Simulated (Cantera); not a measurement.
A closed system holds: 1 mol TiO2, a varied amount of H2, equilibrated at 1498 K and 0.000160 bar.

Method: chemical equilibrium by Gibbs-energy minimisation in Cantera with the NASA 1993 tables (ideal gas, pure condensed phases). Candidate condensed phases: H2O, Ti, TiO, TiO2, Ti2O3, Ti3O5, Ti4O7; 12 gas species. Rates play no part.

Task: At 220 mol H2, list the 3 most abundant gas species with their mole fractions, and the condensed phases.

Result: H2 0.997, H2O 0.00151, H 0.00136. Condensed: Ti3O5(s).
